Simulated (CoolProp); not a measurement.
A single-stage vapour-compression cycle with R125: evaporating at 251.15 K (dew point), condensing at 307.15 K (bubble point), superheat 10 K, subcooling 2 K, compressor efficiency 0.6, no pressure losses. Each further row changes one setting.

Model: reference Helmholtz-energy equation of state, Lemmon 2005, in CoolProp.

| case | cooling COP | pressure ratio | discharge temperature (K) | refrigerating effect (kJ/kg) | volumetric capacity (kJ/m³) |
|---|---|---|---|---|---|
| as stated | [?] | 5.55 | 336.8 | 87.1 | 1640 |
| evaporating temperature 256.15 K | [?] | 4.60 | [?] | 89.9 | 2020 |
| condensing temperature 302.15 K | [?] | 4.89 | 330.9 | 94.2 | 1770 |
| subcooling 7 K | 1.96 | 5.55 | 336.8 | [?] | 1770 |
| superheat 20 K | 1.86 | 5.55 | 347.4 | [?] | 1700 |
| compressor efficiency 0.5 | 1.51 | 5.55 | [?] | 87.1 | 1640 |

### Question
Some entries are withheld; supply them.

### Answer

- as stated, cooling COP: 1.81
- evaporating temperature 256.15 K, cooling COP: 2.10
- evaporating temperature 256.15 K, discharge temperature (K): 334.5
- condensing temperature 302.15 K, cooling COP: 2.11
- subcooling 7 K, refrigerating effect (kJ/kg): 94.3
- superheat 20 K, refrigerating effect (kJ/kg): 95.0
- compressor efficiency 0.5, discharge temperature (K): 346.4
